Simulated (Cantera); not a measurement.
Low-pressure radical oxidation in H2/O2

An isothermal, constant-pressure homogeneous reactor starts with H₂ : O₂ : N₂ = 0.39 : 1 : 0.0018 (molar parts), at 925 K and 0.0118 atm.

Model: GRI-Mech 3.0 (53 species, 325 reactions), integrated in Cantera. Radical loss at walls, strong at low pressure, is not modelled. Below about 950 K walls govern HO2 and H2O2 in real vessels. The temperature is held fixed by assumption; the heat of reaction is taken as removed at once.

```csv
t (s),x H₂,x O₂,x H,x H₂O₂,x H₂O,x HO₂,x OH
0.000100,0.280,0.718,1.88e-11,<1e-12,1.98e-12,1.92e-11,1.13e-12
0.000484,0.280,0.718,1.56e-10,<1e-12,1.11e-10,9.51e-11,1.45e-11
0.00234,0.280,0.718,7.85e-8,1.16e-12,1.05e-7,2.70e-9,7.80e-9
0.0113,0.0154,0.649,0.0461,5.58e-7,0.269,2.15e-5,0.00408
0.0548,0.000413,0.672,3.63e-5,4.68e-7,0.325,7.52e-6,0.000237
0.265,2.27e-5,0.673,4.26e-7,1.46e-7,0.326,8.37e-7,5.42e-5
1.28,7.51e-7,0.673,8.37e-9,3.66e-8,0.326,6.94e-8,1.55e-5
6.20,3.41e-8,0.673,3.44e-10,9.52e-9,0.326,8.82e-9,5.42e-6
30.0,4.57e-9,0.673,2.33e-11,2.57e-9,0.326,1.59e-9,2.21e-6
```
x: mole fraction; the columns are a selection and need not sum to one.

Equilibrium at this temperature and pressure: H₂ 2.85e-11, O₂ 0.673, H <1e-12, H₂O₂ 2.92e-11, H₂O 0.326, HO₂ 3.64e-10, OH 1.73e-7 (gas phase only).
